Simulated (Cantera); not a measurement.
What does this Cantera script print?

```python
import numpy as np
import cantera as ct

gas_names = """
    H HO2 H2 H2O H2O2 O OH O2 O3 V VO VO2
""".split()
cond_names = """
    H2O(s) H2O(L) V(cr) V(L) VO(s) VO(L) V2O3(s) V2O3(L) V2O4(I) V2O4(II) V2O4(L) V2O5(s) V2O5(L)
""".split()


# ... load() reads the species with a 1 bar reference pressure and builds the phases ...
atoms = {
    'V': {'V': 1},
    'H2O': {'H': 2, 'O': 1},
}
top_T = {}  # K; cautious upper limits of use, not melting points


# ... equilibrate(T, P, feed) seeds the gas with the atoms and calls Mixture.equilibrate('TP', solver="vcs", rtol=1e-11, max_steps=5000) ...
results = []
feed = {'V': 1, 'H2O': 0.012}  # mol
P = 31  # Pa
for T in [1800, 1900, 2000, 2100, 2200, 2300, 2400, 2500]:
    mix = equilibrate(T, P, feed)
    results.append((T, P, feed, dict(zip(mix.species_names, mix.species_moles))))

top = {s: max(r[3][s] / sum(r[3][g] for g in gas_names) for r in results) for s in gas_names}
cols = sorted((s for s in top if top[s] > 1e-05), key=lambda s: -top[s])[:8]
seen = [c for c in cond_names if any(r[3].get(c, 0) > 1e-12 for r in results)]
print("log10 of partial pressures in bar; condensed amounts in mol")
print(f"{'T/K':>10s}" + "".join(f"{s[:9]:>10s}" for s in cols + seen))
for T, P, feed, n in results:
    ng = sum(n[g] for g in gas_names)
    print(f"{T:10.4g}" + "".join(f"{np.log10(max(n[s] / ng * P / 1e5, 1e-99)):10.3f}" for s in cols)
          + "".join(f"{n.get(c, 0):10.4g}" for c in seen))
```

Result:

```
log10 of partial pressures in bar; condensed amounts in mol
       T/K        H2         V         H        VO       VO2       H2O        OH         O     V(cr)      V(L)     VO(s)     VO(L)
      1800    -3.518    -7.102    -5.205    -7.215    -8.477    -7.454   -10.322   -12.120     0.988         0     0.012         0
      1900    -3.530    -6.330    -4.865    -6.421    -7.601    -7.221    -9.642   -11.101     0.988         0   0.01198         0
      2000    -3.555    -5.637    -4.567    -5.712    -6.819    -7.028    -9.039   -10.187    0.9879         0    0.0119         0
      2100    -3.614    -5.013    -4.314    -5.099    -6.166    -6.915    -8.539    -9.385    0.9876         0         0   0.01158
      2200    -3.764    -4.449    -4.131    -4.584    -5.653    -6.946    -8.169    -8.693         0    0.9861         0   0.01024
      2300    -4.291    -3.958    -4.160    -4.135    -5.204    -7.363    -8.024    -8.059         0    0.9735         0         0
      2400    -6.726    -3.524    -5.162    -5.441    -8.209   -11.397   -10.568    -9.178         0         0         0         0
      2500    -7.097    -3.524    -5.148    -5.442    -8.172   -11.639   -10.373    -8.606         0         0         0         0
```

These are equilibrium values from Cantera (NASA tables, ideal gas, pure condensed phases), not measurements of a reactor. Each liquid is taken as pure. Mutual solubility and eutectic melting of coexisting phases are not modelled. VO: taken at fixed stoichiometry. Condensed phases not in the tables: N, O or C dissolved in the metal.
